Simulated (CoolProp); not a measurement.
Model: reference Helmholtz-energy equation of state, Bücker 2006, in CoolProp.

Problem. For ethane, give the phase and the Joule-Thomson coefficient (K/MPa), isothermal compressibility (1/MPa), fugacity coefficient at 72.75 °C and 4470 kPa.

Solution. 
- 72.75 °C and 4470 kPa: gas; Joule-Thomson coefficient 8.37, isothermal compressibility 0.305, fugacity coefficient 0.800
